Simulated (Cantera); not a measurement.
## Equilibrium for hydrogen reduction and annealing atmospheres: V2O5 + H2

Feed: 1 mol V2O5, 91 mol H2, at 1148.15 K and 195 Torr.

These are equilibrium values from Cantera (NASA tables, ideal gas, pure condensed phases), not measurements of a reactor. Candidate condensed phases: H2O, V, VO, V2O3, V2O4, V2O5; 12 gas species. Condensed phases not in the tables: the oxides between V2O3 and V2O5 other than VO2. The numbers say what is thermodynamically allowed, not how fast it happens.

```json
{
 "x(H2)": "0.978",
 "x(H2O)": "0.0220",
 "n(V2O3(s))": "1.00 mol",
 "gas_amount": "91.00 mol",
 "log10 activity of V(s) (absent)": "-6.02",
 "log10 activity of V2O5(l) (absent)": "-13.18"
}
```
